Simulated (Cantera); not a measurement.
An adiabatic, constant-pressure homogeneous reactor starts with 6.55 % CH4, 14.9 % O2, 78.6 % N2, at 1250 K and 7.80 bar.

Computed with Cantera and GRI-Mech 3.0 (53 species, 325 reactions).

Task: Predict: time of steepest temperature rise; temperature at 9.00 s; equilibrium temperature; x(O2) at 9.00 s; x(HCO) at 9.00 s; x(NO) at 9.00 s; x(O) at 9.00 s.

Result: 
```json
{
 "time_of_steepest_temperature_rise": "4.38 ms",
 "temperature at 9.00 s": "2495 K",
 "equilibrium_temperature": "2495 K",
 "x(O2) at 9.00 s": "0.0168 (gas-phase equilibrium 0.0168)",
 "x(HCO) at 9.00 s": "2.62e-9 (gas-phase equilibrium 2.62e-9)",
 "x(NO) at 9.00 s": "0.00643 (gas-phase equilibrium 0.00643)",
 "x(O) at 9.00 s": "0.000660 (gas-phase equilibrium 0.000660)"
}
```
